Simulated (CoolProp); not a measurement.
Isohexane along the isotherm 421.9 K: Z from the reference equation and from simpler models built on Tc = 497.7 K, pc = 3.043 MPa, ω = 0.280; each cubic takes its own stable root.

Model: reference Helmholtz-energy equation of state, Lemmon 2006, in CoolProp. It is a short technical equation, of lower accuracy than the large ones.

```
p (MPa)   phase  reference
-------  ------  ---------
0.543       gas     0.8783
1.09     liquid    0.05219
1.63     liquid    0.07763
2.17     liquid     0.1028
2.72     liquid     0.1283
3.26     liquid     0.1531
3.8      liquid     0.1777
4.35     liquid     0.2026
4.89     liquid     0.2269
5.43     liquid     0.2510
5.98     liquid     0.2754
6.52     liquid     0.2993
7.06     liquid     0.3230
7.61     liquid     0.3470
```

**Question.** How far does each simpler model (van der Waals, Redlich-Kwong, Soave-Redlich-Kwong) lie from the reference over these 14 states: mean and median of the absolute difference, and the worst?

**Answer.** 
- van der Waals: mean 153.7 %, median 56.8 %, worst +1452.2 % at 421.9 K and 1.09 MPa
- Redlich-Kwong: mean 110.3 %, median 15.2 %, worst +1356.4 % at 421.9 K and 1.09 MPa
- Soave-Redlich-Kwong: mean 10.4 %, median 10.7 %, worst +13.7 % at 421.9 K and 1.09 MPa

At some of these states van der Waals, Redlich-Kwong gives the other phase, because its saturation line lies elsewhere.
